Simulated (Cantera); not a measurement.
**Pyrogenic steam for wet oxidation**

An isothermal, constant-pressure homogeneous reactor starts with H2 : O2 : N2 = 1.5 : 1 : 0.66 (molar parts), at 875 K and 0.880 bar.

Detailed kinetics in Cantera: GRI-Mech 3.0 (53 species, 325 reactions). Below about 950 K walls govern HO2 and H2O2 in real vessels. The temperature is held fixed by assumption; the heat of reaction is taken as removed at once.

```csv
t (s),x H2,x O2,x H2O,x HO2,x O,x NO,x H2O2
0.000900,0.475,0.316,1.17e-9,4.61e-9,1.31e-12,<1e-12,1.17e-10
0.00419,0.475,0.316,6.90e-9,2.30e-8,1.95e-12,<1e-12,2.64e-9
0.0195,0.475,0.316,7.79e-8,1.51e-7,6.74e-12,<1e-12,7.09e-8
0.0911,0.475,0.316,5.69e-6,2.96e-6,1.41e-10,<1e-12,5.87e-6
0.424,0.474,0.316,0.00116,2.07e-5,3.49e-9,<1e-12,0.000421
1.98,0.415,0.288,0.0769,4.71e-5,1.09e-8,<1e-12,0.00256
9.21,0.137,0.164,0.442,3.67e-5,6.13e-9,<1e-12,0.00110
42.9,0.00118,0.104,0.621,1.82e-6,2.68e-10,<1e-12,2.44e-6
200,3.94e-5,0.104,0.622,1.54e-7,3.09e-12,<1e-12,1.94e-8
```
x: mole fraction; the columns are a selection and need not sum to one.

Equilibrium at this temperature and pressure: H2 2.58e-12, O2 0.104, H2O 0.622, HO2 1.35e-10, O <1e-12, NO 2.71e-6, H2O2 8.54e-11 (gas phase only).
